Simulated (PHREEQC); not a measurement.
Dissolve 0.042 mol FeCl3, 0.29 mol CuCl2 and 3.1e-05 mol NaF per kg of water at 95 °C. Closed to the air; pH follows from the charge balance.

Model: ion-association model, phreeqc.dat, run in PHREEQC.

This is a speciation only: nothing precipitates in the calculation.

Question: Order these Cl species by the share of Cl that they hold, largest first: Cl-, CuCl+, FeCl+2, FeCl2+, CuCl2.

Answer: Cl- (59 %), CuCl+ (29 %), CuCl2 (7.9 %), FeCl+2 (3.6 %), FeCl2+ (0.36 %)

The pH is 1.97 and the ionic strength 0.524 mol/kgw. Examples of supersaturated solids here: Hematite (slow to form), Goethite (slow to form). Others may be too. Away from 25 °C the constants follow the database's enthalpies or fits; those with neither stay at their 25 °C values. Fluoro complexes past AlF4- and FeF3 are missing from the database.
